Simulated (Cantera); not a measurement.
Standard-state values (1 bar) from the NASA 1993 polynomials, evaluated with Cantera. Values are per mole of reaction as written; species without (g) are pure solids or liquids, kept so even where they would boil at 1 bar.

a) 0.6667 Ti + Cl2(g) → 0.6667 TiCl3
b) 2 Cs + Cl2(g) → 2 CsCl
c) 0.6667 Al + Cl2(g) → 0.3333 Al2Cl6(g)
d) 2 Na + Cl2(g) → 2 NaCl

Problem. Order these by ΔG° at 448 K, most negative first.

Solution. b (-798 kJ), d (-740 kJ), a (-414 kJ), c (-395 kJ)
